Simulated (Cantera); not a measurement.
Input: 1 mol PbO, 0.098 mol O2, 0.19 mol H2, held at 1.58 Torr.

Method: chemical equilibrium by Gibbs-energy minimisation in Cantera with the NASA 1993 tables (ideal gas, pure condensed phases). Candidate condensed phases: H2O, Pb, PbO, PbO2, Pb3O4; 12 gas species. Kinetics and transport are ignored.

At 702 °C, list the 3 most abundant gas species with their mole fractions, and the condensed phases.

H2O 0.984, O2 0.0155, PbO 6.18e-5. Condensed: PbO(yellow).
